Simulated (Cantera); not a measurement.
Cantera run:

```python
import numpy as np
import cantera as ct

gas_names = """
    O2 CO
""".split()
cond_names = """
    Ta(cr) TaC(s) Ta2O5(s)
""".split()


# ... load() reads the species with a 1 bar reference pressure and builds the phases ...
species = {s.name: s for s in load("nasa_gas.yaml", gas_names) + load("nasa_condensed.yaml", cond_names)}
T = 950
g = {n: (s.thermo.h(T) - T * s.thermo.s(T)) / (ct.gas_constant * T * np.log(10)) for n, s in species.items()}
valid = cond_names  # the entries whose range holds T


def stable(la, lb):
    # potentials (over RT ln 10) of the two non-metals from log10 p(O2) and log10 p(CO) in bar
    mu = {}
    mu["O"] = (g["O2"] + la) / 2
    mu["C"] = (g["CO"] + lb - 1 * mu["O"]) / 1
    cost = {}
    for n in valid:
        c = species[n].composition
        cost[n] = (g[n] - sum(c.get(e, 0) * m for e, m in mu.items())) / c["Ta"]
    return min(cost, key=cost.get)


results = []
for lb in [1, -0.6, -2.2, -3.8, -5.4, -7, -8.6, -10.2, -11.8, -13.4, -15]:
    row = [stable(la, lb) for la in [-31, -29, -27, -25, -23, -21, -19, -17, -15, -13, -11, -9, -7, -5, -3, -1, 1]]
    results.append(row)
    print(f"{lb:6.1f}  " + " ".join(f"{valid.index(n):x}" for n in row))
print("key: " + ", ".join(f"{i:x} {n}" for i, n in enumerate(valid)))
```

Result:

```
   1.0  1 1 1 2 2 2 2 2 2 2 2 2 2 2 2 2 2
  -0.6  1 1 2 2 2 2 2 2 2 2 2 2 2 2 2 2 2
  -2.2  1 1 2 2 2 2 2 2 2 2 2 2 2 2 2 2 2
  -3.8  1 2 2 2 2 2 2 2 2 2 2 2 2 2 2 2 2
  -5.4  1 2 2 2 2 2 2 2 2 2 2 2 2 2 2 2 2
  -7.0  2 2 2 2 2 2 2 2 2 2 2 2 2 2 2 2 2
  -8.6  2 2 2 2 2 2 2 2 2 2 2 2 2 2 2 2 2
 -10.2  2 2 2 2 2 2 2 2 2 2 2 2 2 2 2 2 2
 -11.8  2 2 2 2 2 2 2 2 2 2 2 2 2 2 2 2 2
 -13.4  2 2 2 2 2 2 2 2 2 2 2 2 2 2 2 2 2
 -15.0  2 2 2 2 2 2 2 2 2 2 2 2 2 2 2 2 2
key: 0 Ta(cr), 1 TaC(s), 2 Ta2O5(s)
```

Cantera with NASA thermochemical tables; ideal gases at 1 bar, condensed phases pure. TaC: taken at fixed stoichiometry. Not in the tables: Ta2C. Part of the grid cannot be reached: there another gas would pass 10 bar, or a non-metal would condense.
